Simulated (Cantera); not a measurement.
Input: 1 mol Si, 0.14 mol O2, 43 mol H2, 0.011 mol CO2, held at 852 °C and 1.00 Torr.

Equilibrium computed with Cantera from the NASA thermochemical tables; the gas is ideal and each condensed phase is pure. Candidate condensed phases: C, C6H6, C7H8, C8H18, H2O, Si, SiC, SiO2; 123 gas species. Mutual solubility and eutectic melting of coexisting phases are not modelled. Equilibrium is a limit: real reactors are often held back by kinetics, nucleation or transport.

Base state: H2 1.000, SiO 4.01e-5 (mole fractions); condensed: Si(s) + SiC(s) + SiO2(β-quartz).

Question: What changes in the equilibrium state with this change: CO2 from 0.011 to 2.4 mol?

Answer: 
| species | before | after |
|---|---|---|
| H2 | 1.000 | 0.933 |
| CO | 1.80e-7 | 0.0521 |
| H2O | 1.49e-8 | 0.0143 |
| SiO | 4.01e-5 | <1e-9 |
| CO2 | <1e-9 | 0.000724 |
| Si(s), mol | 0.837 | 0 |
| SiC(s), mol | 0.0110 | 0 |
| SiO2(β-quartz), mol | 0.150 | 1.00 |

Question: What changes in the equilibrium state with this change: Si replaced by Si3N4?

Answer: 
```tsv
species	before	after
H2	1.000	0.997
N2	0	0.00250
SiO	4.01e-5	<1e-9
Si(s), mol	0.837	0
SiC(s), mol	0.0110	0.0108
SiO2(β-quartz), mol	0.150	0
Si2N2O(s), mol	0	0.302
Si3N4(s), mol	0	0.795
```
Further candidate phases: Si2N2O, Si3N4.
